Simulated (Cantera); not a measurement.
Input: 1 mol Si, 4 mol F2, 1.9 mol H2, held at 1025 °C and 21.8 Torr.

Equilibrium computed with Cantera from the NASA thermochemical tables; the gas is ideal and each condensed phase is pure. Candidate condensed phases: Si; 25 gas species. Kinetics and transport are ignored.

Base state: HF 0.760, SiF4 0.200, F 0.0399, F2 4.97e-5 (mole fractions); condensed: gas only.

Problem. What changes in the equilibrium state with this change: temperature from 1025 °C to 302 °C?

Solution. 
```csv
species,before,after
HF,0.760,0.775
SiF4,0.200,0.204
F2,4.97e-5,0.0204
F,0.0399,5.82e-5
```

Problem. What changes in the equilibrium state with this change: H2 from 1.9 to 61 mol?

Solution. 
```tsv
species	before	after
H2	<1e-9	0.922
HF	0.760	0.0625
SiF4	0.200	0.0156
F	0.0399	<1e-9
F2	4.97e-5	<1e-9
SiHF3	<1e-9	2.10e-5
SiF3	<1e-9	2.00e-5
```
The tables' values for SiF3 are old estimates; treat these amounts as uncertain.
